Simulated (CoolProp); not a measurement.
Propylene at 400.44 K and 17.4 MPa flows at 0.28 m/s in a round tube of 6 mm bore and 1.5 µm roughness, fully developed (64/Re and Nu = 3.66 if laminar; Colebrook and Gnielinski if turbulent). Each further row changes one setting.

Computed with CoolProp (reference Helmholtz-energy equation of state, Lemmon 2013).

| case | Reynolds number | Darcy friction factor | pressure drop (Pa/m) | heat-transfer coefficient (W/(m² K)) | mass flow (kg/h) |
|---|---|---|---|---|---|
| as stated | 11500 | 0.0302 | 78.7 | 802 | 11.4 |
| velocity 0.56 m/s | 23000 | 0.0256 | 267 | 1460 | 22.7 |
| diameter 12 mm | 23000 | 0.0253 | 33.0 | 723 | 45.5 |

Viscosity comes from a separate model (Huber 2003), an estimate that may be off by 10 % or more. Thermal conductivity comes from a separate model (Huber 2003), an estimate that may be off by 10 % or more.
